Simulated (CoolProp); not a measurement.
Computed with CoolProp (reference Helmholtz-energy equation of state, Span 2000).

### Question
Give the vapour pressure (kPa), liquid cp (kJ/(kg K)), liquid viscosity (µPa s) of saturated nitrogen at 79.7 K.

### Answer
| T (K) | p (kPa) | liquid cp (kJ/(kg K)) | liquid viscosity (µPa s) |
|---|---|---|---|
| 79.7 | 132 | 2.05 | 147 |

Viscosity comes from a separate model (Lemmon 2004).
